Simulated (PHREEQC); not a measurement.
Dissolve 0.0011 mol/kgw HF, 0.033 mol/kgw KF and 0.0017 mol/kgw H2SO4 at 20 °C. Closed to the air; pH follows from the charge balance.

All values are PHREEQC results (ion-association model, phreeqc.dat), not measurements.

Each row changes one thing in this solution. No solid was allowed to form.

```csv
case,pH,ionic strength (mol/kgw),F- (mol/kgw),HF (mol/kgw),SO4-2 (mol/kgw),HF2- (mol/kgw)
as made,3.93,0.0345,0.0293,0.00393,0.00153,0.000424
HF from 0.0011 to 0.011 mol/kgw,3.41,0.0348,0.0287,0.0126,0.00151,0.00133
diluted 2-fold with water,3.95,0.0174,0.0148,0.00201,0.000794,0.000110
HF replaced by NH4F at the same molality,4.07,0.0355,0.0305,0.00296,0.00152,0.000332
H2SO4 replaced by NH4HSO4 at the same molality,4.16,0.0361,0.0311,0.00244,0.00152,0.000279
```
